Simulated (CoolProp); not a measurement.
trans-2-butene at several states: fugacity coefficient from the reference equation and from simpler models built on Tc = 428.6 K, pc = 40.19 bar, ω = 0.210; each cubic takes its own stable root.

Model: reference Helmholtz-energy equation of state, Lemmon 2005, in CoolProp. It is a short technical equation, of lower accuracy than the large ones.

| T (K) | p (bar) | phase | reference | van der Waals | Redlich-Kwong |
|---|---|---|---|---|---|
| 478.2 | 22.9 | gas | 0.8663 | ___ | 0.8637 |
| 271.5 | 11.3 | liquid | 0.08150 | 0.3938 | ___ |
| 390.4 | 8.63 | gas | ___ | 0.9206 | 0.9057 |
| 221.9 | 0.663 | liquid | ___ | 0.9780 | ___ |

Complete the blanks.


- 478.2, van der Waals: 0.8723
- 271.5, Redlich-Kwong: 0.1260
- 390.4, reference: 0.8996
- 221.9, reference: 0.1200
- 221.9, Redlich-Kwong: 0.2180

At some of these states van der Waals gives the other phase, because its saturation line lies elsewhere.
